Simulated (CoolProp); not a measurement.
The numbers come from the reference Helmholtz-energy equation of state, McLinden 2015 in CoolProp.

Q: For the fluoroketone C6F12O (FK-5-1-12), give the phase and the density (kg/m³), speed of sound (m/s) at 86.15 °C and 0.749 bar; -45.45 °C and 4.59 bar.

A: 
- 86.15 °C and 0.749 bar: gas; density 8.17, speed of sound 95.8
- -45.45 °C and 4.59 bar: liquid; density 1800, speed of sound 735
